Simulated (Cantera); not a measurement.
Input: 1 mol Si3N4, a varied amount of O2, 4.7 mol H2, equilibrated at 1500 K and 1 atm.

Cantera equilibrium calculation (NASA polynomials, part measured and part estimated; ideal gas, pure solids and liquids). Candidate condensed phases: H2O, Si, SiO2, Si2N2O, Si3N4; 35 gas species. Mutual solubility and eutectic melting of coexisting phases are not modelled. The tables hold silica as quartz up to 1696 K and as liquid above; real silica turns to tridymite and cristobalite and melts near 1996 K. Kinetics and transport are ignored.

Task: Which condensed phases are stable at each of these points (n(O2) (mol)): 0.04, 0.058, 0.085, 0.12, 0.18, 0.26, 0.38, 0.55, 0.79, 1.2, 1.7?

Result: 
```
n(O2) (mol)            condensed phases  Si condensed (%)
-----------  --------------------------  ----------------
0.04               Si2N2O(s) + Si3N4(s)             100.0
0.058              Si2N2O(s) + Si3N4(s)             100.0
0.085              Si2N2O(s) + Si3N4(s)             100.0
0.12               Si2N2O(s) + Si3N4(s)             100.0
0.18               Si2N2O(s) + Si3N4(s)             100.0
0.26               Si2N2O(s) + Si3N4(s)             100.0
0.38               Si2N2O(s) + Si3N4(s)             100.0
0.55               Si2N2O(s) + Si3N4(s)             100.0
0.79         SiO2(β-quartz) + Si2N2O(s)             100.0
1.2          SiO2(β-quartz) + Si2N2O(s)             100.0
1.7          SiO2(β-quartz) + Si2N2O(s)             100.0
```

From 0.04 mol O2 to 0.55 mol O2 the condensed part is Si2N2O(s) + Si3N4(s). From 0.79 mol O2 to 1.7 mol O2 the condensed part is SiO2(β-quartz) + Si2N2O(s).
